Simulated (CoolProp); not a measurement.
A Linde-Hampson liquefier for methane: isothermal reversible compression at 200 K from 1 atm to 5 MPa, throttling to 1 atm, return gas leaving the recuperator 10 K below the feed. Each further row changes one setting.

Model: reference Helmholtz-energy equation of state, Setzmann 1991, in CoolProp.

| case | liquid yield per pass | compression work (kJ/kg of gas) |
|---|---|---|
| as stated | 0.197 | 367 |
| high pressure 10 MPa | 0.470 | 393 |
| warm-end temperature 230 K | 0.093 | 439 |
| warm-end gap 15 K | 0.184 | 367 |
